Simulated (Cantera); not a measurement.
An adiabatic, constant-pressure homogeneous reactor starts with CH4 : CO : O2 : N2 : H2O = 1 : 0.15 : 4.72 : 37 : 2.8 (molar parts), equivalence ratio 0.44, at 1775 K and 1.00 bar.

Cantera simulation using GRI-Mech 3.0 (53 species, 325 reactions); the numbers are that mechanism's predictions, not measurements.

Task: Predict: time of steepest temperature rise; temperature at 8.00 s; equilibrium temperature; x(CO) at 8.00 s; x(O2) at 8.00 s; x(H) at 8.00 s; x(O) at 8.00 s; x(H2O2) at 8.00 s.

Result: 
```json
{
 "time_of_steepest_temperature_rise": "0.183 ms",
 "temperature at 8.00 s": "2215 K",
 "equilibrium_temperature": "2215 K",
 "x(CO) at 8.00 s": "0.000705 (gas-phase equilibrium 0.000705)",
 "x(O2) at 8.00 s": "0.0539 (gas-phase equilibrium 0.0539)",
 "x(H) at 8.00 s": "0.000145 (gas-phase equilibrium 0.000145)",
 "x(O) at 8.00 s": "0.000693 (gas-phase equilibrium 0.000693)",
 "x(H2O2) at 8.00 s": "8.42e-8 (gas-phase equilibrium 8.42e-8)"
}
```
